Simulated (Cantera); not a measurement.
A closed system holds: 1 mol SiCl4, 4 mol HCl, 1.1 mol H2, at 1025 °C and 1.00 bar.

These are equilibrium values from Cantera (NASA tables, ideal gas, pure condensed phases), not measurements of a reactor. Candidate condensed phases: Si; 19 gas species. The tables' values for SiCl3 are old estimates; treat these amounts as uncertain. The numbers say what is thermodynamically allowed, not how fast it happens.

Base state: HCl 0.659, H2 0.177, SiCl4 0.160, SiHCl3 0.00195, SiCl3 0.00152, SiCl2 8.62e-5 (mole fractions); condensed: gas only.

**Question.** What changes in the equilibrium state with this change: H2 from 1.1 to 0.27 mol?

**Answer.** 
```
species   before     after
-------  -------  --------
HCl        0.659     0.760
SiCl4      0.160     0.188
H2         0.177    0.0502
SiCl2    8.62e-5   2.15e-5
SiHCl3   0.00195  0.000562
SiCl3    0.00152  0.000824
```
